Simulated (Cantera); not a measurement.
Input: 1 mol SiF4, 6.5 mol NH3, 15 mol N2, held at 1375 K and 0.00280 bar.

Method: chemical equilibrium by Gibbs-energy minimisation in Cantera with the NASA 1993 tables (ideal gas, pure condensed phases). Candidate condensed phases: Si, Si3N4; 37 gas species. The tables' values for SiF3, SiF2 are old estimates; treat these amounts as uncertain. Kinetics and transport are ignored.

Base state: N2 0.628, H2 0.333, SiF4 0.0300, HF 0.00469, SiF3 0.00365, SiHF3 0.000392, SiF2 0.000321, H 3.74e-5 (mole fractions); condensed: gas only.

Q: What changes in the equilibrium state with this change: NH3 from 6.5 to 0.19 mol?

A: 
```
species    before    after
-------  --------  -------
N2          0.628    0.920
SiF4       0.0300   0.0582
H2          0.333   0.0159
SiHF3    0.000392  6.08e-5
H         3.74e-5  8.17e-6
SiF2     0.000321  8.29e-5
HF        0.00469  0.00281
```

Q: What changes in the equilibrium state with this change: SiF4 replaced by SiH4?

A: 
```tsv
species	before	after
N2	0.628	0.599
H2	0.333	0.401
H	3.74e-5	4.10e-5
SiF4	0.0300	0
HF	0.00469	0
SiF3	0.00365	0
SiHF3	0.000392	0
SiF2	0.000321	0
Si3N4(s), mol	0	0.333
```
